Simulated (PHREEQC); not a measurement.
**Metal-bearing waste water: speciation**

A solution holds 0.0019 mol/kgw Pb(NO3)2, 0.0013 mol/kgw ZnCl2 and 7.4e-05 mol/kgw NaCl, at 25 °C. Closed to the air; pH follows from the charge balance.

Computed with PHREEQC (ion-association model, phreeqc.dat).

Each row changes one thing in this solution. No solid was allowed to form.

```csv
case,pH,Cl- (mol/kgw),SI of Halite (NaCl)
as made,5.30,0.00255,-8.38
Pb(NO3)2 replaced by LiNO3 at the same molality,5.97,0.00267,-8.35
temperature from 25 to 15 °C,5.30,0.00258,?
Pb(NO3)2 from 0.0019 to 0.00285 mol/kgw,5.22,0.00250,-8.40
ZnCl2 left out,5.28,7.03e-5,-9.92
diluted 5-fold with water,5.60,0.000528,-9.72
diluted 2-fold with water,?,0.00130,-8.95
3.5e-05 mol/kgw H2SO4 added,4.19,0.00255,-8.38
Pb(NO3)2 left out,5.96,0.00267,-8.33
```

Q: Complete the blanks.

A: 
- temperature from 25 to 15 °C, SI of Halite (NaCl): -8.37
- diluted 2-fold with water, pH: 5.43
